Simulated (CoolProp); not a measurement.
Vapour-liquid equilibrium of m-xylene (1) + n-undecane (2) at 319.7 K; x and y are mole fractions of (1).

The numbers come from the multi-fluid Helmholtz-energy mixture model, Zhou 2012 and Aleksandrov 2011; pair parameters Bell 2016 in CoolProp.

Problem. Give the bubble pressure and the first vapour's composition at x = 0.05, 0.45, 0.65. Is there an azeotrope?

Solution. x = 0.05: 0.004255 bar, y = 0.417; x = 0.45: 0.01702 bar, y = 0.915; x = 0.65: 0.02355 bar, y = 0.961. No azeotrope shows between x = 0.05 and 0.95.

Pair parameters are fitted to limited data, so mixtures are less certain than the pure fluids.
